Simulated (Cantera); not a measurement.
## Si + O2 + N2 (thermal oxidation and active oxidation of silicon)

Charge: 1 mol Si, 0.41 mol O2, 270 mol N2, held at 9.30 Pa.

Method: chemical equilibrium by Gibbs-energy minimisation in Cantera with the NASA 1993 tables (ideal gas, pure condensed phases). Candidate condensed phases: Si, SiO2, Si2N2O, Si3N4; 16 gas species. N2 is the only nitrogen source here; it is nearly inert below about 1500 K, so the nitride shown seldom forms there in practice. Mutual solubility and eutectic melting of coexisting phases are not modelled. The tables hold silica as quartz up to 1696 K and as liquid above; real silica turns to tridymite and cristobalite and melts near 1996 K. Rates play no part.

```csv
T (K),x N2,x SiO,x Si,x Si2N,n SiO2(β-quartz),n Si2N2O(s),n Si3N4(s),n Si(s)
975,1.00,1.67e-10,<1e-12,<1e-12,0.213,0.393,0,0
1075,1.00,5.78e-8,<1e-12,<1e-12,0.213,0.393,0,0
1175,1.000,7.29e-6,<1e-12,<1e-12,0.213,0.393,0,0
1275,1.000,0.000425,1.94e-11,<1e-12,0.175,0.355,0,0
1375,0.998,0.00237,2.18e-8,3.02e-12,0,0.180,0,0
1475,0.997,0.00303,2.83e-5,2.61e-7,0,0,0.0574,0
1575,0.996,0.00303,0.000617,9.20e-6,0,0,0,0.00527
1675,0.996,0.00303,0.000657,1.06e-6,0,0,0,0
1775,0.996,0.00303,0.000661,1.41e-7,0,0,0,0
1875,0.996,0.00303,0.000662,2.30e-8,0,0,0,0
1975,0.996,0.00303,0.000662,4.52e-9,0,0,0,0
2075,0.996,0.00303,0.000663,1.04e-9,0,0,0,0
```
x: gas mole fraction; n: condensed amount in mol.

From 975 K to 1275 K the condensed part is SiO2(β-quartz) + Si2N2O(s). At 1375 K the condensed part is Si2N2O(s). At 1475 K the condensed part is Si3N4(s). At 1575 K the condensed part is Si(s). From 1675 K to 2075 K nothing is condensed.
